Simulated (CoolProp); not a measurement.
Vapour pressure (MPa) of n-undecane: the reference equation beside estimates from Tc = 638.8 K, pc = 1.990 MPa, ω = 0.539. Clausius-Clapeyron is anchored at 352.1 K with a constant enthalpy of vaporisation of 51.72 kJ/mol.

Model: reference Helmholtz-energy equation of state, Aleksandrov 2011, in CoolProp. It is a short technical equation, of lower accuracy than the large ones.

| T (K) | reference | Clausius-Clapeyron | Redlich-Kwong |
|---|---|---|---|
| 325.1 | 0.0003667 | 0.0003806 | 0.005725 |
| 338.6 | 0.0008080 | 0.0008163 | 0.009746 |
| 352.1 | 0.001651 | 0.001651 | 0.01576 |
| 365.6 | ? | 0.003170 | 0.02438 |
| 379.1 | 0.005701 | 0.005810 | 0.03629 |
| 392.6 | 0.009780 | ? | ? |
| 406.1 | 0.01604 | 0.01730 | 0.07296 |
| 419.7 | ? | 0.02841 | ? |
| 433.2 | 0.03855 | 0.04509 | 0.1324 |

Task: What belongs in the gaps?

Result: 
- 365.6, reference: 0.003158
- 392.6, Clausius-Clapeyron: 0.01021
- 392.6, Redlich-Kwong: 0.05222
- 419.7, reference: 0.02535
- 419.7, Redlich-Kwong: 0.09954

Absolute difference from the reference over all 9 rows, mean and median: Clausius-Clapeyron 5.4 and 3.8 %, Redlich-Kwong 661.7 and 536.6 %.
